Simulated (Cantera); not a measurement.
Ignition delay

Mixture: 12.1 % CH4, 1.94 % CO, 18.1 % O2, 67.8 % N2, equivalence ratio 1.4, at 4.93 atm, adiabatic and at constant pressure. Ignition delay is the time to a rise of 400 K.

Model: GRI-Mech 3.0 (53 species, 325 reactions), integrated in Cantera.

| T0 (K) | delay (ms) |
|---|---|
| 1025 | 216 |
| 1100 | 63.2 |
| 1175 | 20.8 |
| 1250 | 7.54 |
| 1325 | 2.94 |
| 1400 | 1.22 |
| 1475 | 0.537 |
| 1550 | 0.249 |
| 1625 | 0.123 |

```yaml
apparent activation energy between 1475 and 1625 K: 200 kJ/mol
```
